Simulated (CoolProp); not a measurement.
Vapour-liquid equilibrium of R22 (1) + R152A (2) at 48.25 °C; x and y are mole fractions of (1).

Computed with CoolProp (multi-fluid Helmholtz-energy mixture model, Kamei 1995 and Outcalt 1996; pair parameters Bell 2016).

```csv
x,bubble pressure (bar),y at the bubble point,dew pressure at overall composition x (bar),liquid density (mol/L)
0.05,11.53,0.067,11.46,12.67
0.125,11.94,0.163,11.78,12.68
0.2,12.37,…,12.11,12.69
0.275,12.82,0.344,12.46,12.70
0.35,13.29,…,12.85,12.71
0.425,…,0.510,13.27,12.72
0.5,14.32,0.588,13.72,12.72
0.575,14.88,0.661,14.23,12.72
0.65,15.47,0.731,…,12.72
0.725,16.09,0.797,15.41,12.71
0.8,…,0.858,16.13,12.69
0.875,…,0.915,…,12.67
0.95,18.16,0.967,17.91,12.64
```

**Question.** What belongs in the gaps?

**Answer.** 
- 0.2, y at the bubble point: 0.255
- 0.35, y at the bubble point: 0.429
- 0.425, bubble pressure (bar): 13.79
- 0.65, dew pressure at overall composition x (bar): 14.79
- 0.8, bubble pressure (bar): 16.75
- 0.875, bubble pressure (bar): 17.44
- 0.875, dew pressure at overall composition x (bar): 16.95

No azeotrope shows between x = 0.05 and 0.95.

Pair parameters are fitted to limited data, so mixtures are less certain than the pure fluids.
